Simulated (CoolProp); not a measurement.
Vapour pressure (MPa) of decamethyltetrasiloxane (MD2M): the reference equation beside estimates from Tc = 599.4 K, pc = 1.144 MPa, ω = 0.635. Clausius-Clapeyron is anchored at 381 K with a constant enthalpy of vaporisation of 49.84 kJ/mol.

The numbers come from the reference Helmholtz-energy equation of state, Thol 2017 in CoolProp.

```
T (K)  reference  Clausius-Clapeyron  Soave-Redlich-Kwong
-----  ---------  ------------------  -------------------
374.7   0.004923            0.004944             0.005020
381     0.006440            0.006440             0.006536
387.3   0.008327            0.008319             0.008419
393.6    0.01065             0.01066              0.01073
399.9    0.01348             0.01355              0.01355
406.2    0.01689             0.01709              0.01695
412.5    0.02098             0.02141              0.02103
418.8    0.02583             0.02664              0.02587
```

Absolute difference from the reference over all 8 rows, mean and median: Clausius-Clapeyron 0.9 and 0.5 %, Soave-Redlich-Kwong 0.8 and 0.6 %.
